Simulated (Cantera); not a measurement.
Feed: 1 mol CF4, 0.011 mol F2, equilibrated at 827 °C and 6.00 Torr.

Method: chemical equilibrium by Gibbs-energy minimisation in Cantera with the NASA 1993 tables (ideal gas, pure condensed phases). Candidate condensed phases: C; 13 gas species. Gases not in the tables: C2F6 and larger saturated fluorocarbons. Equilibrium is a limit: real reactors are often held back by kinetics, nucleation or transport.

Base state: CF4 0.979, F 0.0214, F2 6.26e-5 (mole fractions); condensed: gas only.

### Question
What changes in the equilibrium state with this change: F2 from 0.011 to 1.9 mol?

### Answer
| species | before | after |
|---|---|---|
| F | 0.0214 | 0.709 |
| CF4 | 0.979 | 0.223 |
| F2 | 6.26e-5 | 0.0687 |
